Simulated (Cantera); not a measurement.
# Chemical vapour transport: Fe + Cl2 + H2 + HCl

Charge: 1 mol Fe, 0.023 mol Cl2, 1.1 mol H2, 0.01 mol HCl, equilibrated at 353 Torr.

Equilibrium computed with Cantera from the NASA thermochemical tables; the gas is ideal and each condensed phase is pure. Candidate condensed phases: Fe, FeCl2, FeCl3; 11 gas species. Equilibrium is a limit: real reactors are often held back by kinetics, nucleation or transport.

From 798 K to 1098 K the condensed part is Fe(α). From 1198 K to 1498 K the condensed part is Fe(γ). The main Fe-bearing gas is FeCl2 throughout.

```csv
T (K),log p H2,log p HCl,log p FeCl2,log p H,log p Fe2Cl4,log p Cl,n Fe(α),n Fe(γ)
798,-0.35,-1.64,-4.24,-11.75,-5.52,<-12,1.000,0
898,-0.35,-1.64,-3.93,-10.14,-5.95,-11.43,1.000,0
998,-0.35,-1.64,-3.69,-8.84,-6.31,-10.16,1.000,0
1098,-0.35,-1.65,-3.52,-7.78,-6.64,-9.12,0.999,0
1198,-0.35,-1.65,-3.38,-6.90,-6.93,-8.26,0,0.999
1298,-0.35,-1.65,-3.27,-6.14,-7.18,-7.52,0,0.999
1398,-0.35,-1.66,-3.18,-5.50,-7.41,-6.89,0,0.998
1498,-0.35,-1.66,-3.11,-4.94,-7.61,-6.35,0,0.998
```
log p: log10 of the partial pressure in bar; n: condensed amount in mol.
